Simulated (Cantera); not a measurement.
A freely propagating, adiabatic, planar premixed flame of 8.29 % CH4, 19.3 % O2, 72.4 % N2, unburnt at 400 K and 0.454 atm; multicomponent transport, grid criteria slope 0.08 and curve 0.16, no radiation.

Cantera simulation using GRI-Mech 3.0 (53 species, 325 reactions); the numbers are that mechanism's predictions, not measurements. Burning velocities carry a grid error of a few per cent, more on coarse grids.

Problem. Predict: laminar burning velocity; thermal thickness; peak x(O); peak x(HCN); peak x(CH2O).

Solution. 
```
Property                      Value
------------------------  ---------
laminar burning velocity  67.5 cm/s
thermal thickness          0.804 mm
peak x(O)                   0.00534
peak x(HCN)                 1.08e-6
peak x(CH2O)               0.000848
```
